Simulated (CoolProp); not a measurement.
Vapour-liquid equilibrium of dimethyl ether (1) + n-butane (2) at 178 kPa; x and y are mole fractions of (1).

Computed with CoolProp (multi-fluid Helmholtz-energy mixture model, Wu 2011 and Bücker 2006; pair parameters Bell 2016).

| x | bubble temperature (K) | y at the bubble point | dew temperature at overall composition x (K) | liquid density (mol/L) |
|---|---|---|---|---|
| 0.05 | … | 0.159 | 287.3 | 10.28 |
| 0.125 | 280.0 | 0.332 | 285.4 | 10.61 |
| 0.2 | 276.4 | 0.454 | 283.5 | 10.95 |
| 0.275 | … | 0.544 | 281.5 | 11.29 |
| 0.35 | 271.4 | 0.613 | 279.4 | 11.64 |
| 0.425 | 269.6 | 0.670 | 277.3 | 12.00 |
| 0.5 | 268.1 | 0.718 | 275.0 | 12.37 |
| 0.575 | 266.8 | 0.760 | 272.6 | 12.77 |
| 0.65 | 265.7 | 0.799 | 270.2 | 13.19 |
| 0.725 | … | … | 267.8 | … |
| 0.8 | 263.9 | 0.877 | 265.7 | … |
| 0.875 | 263.2 | 0.918 | 264.0 | 14.61 |
| 0.95 | 262.5 | 0.965 | 262.7 | 15.16 |

Fill in the missing entries.


- 0.05, bubble temperature (K): 284.6
- 0.275, bubble temperature (K): 273.6
- 0.725, bubble temperature (K): 264.8
- 0.725, y at the bubble point: 0.838
- 0.725, liquid density (mol/L): 13.63
- 0.8, liquid density (mol/L): 14.11

No azeotrope shows between x = 0.05 and 0.95.

Pair parameters are fitted to limited data, so mixtures are less certain than the pure fluids.
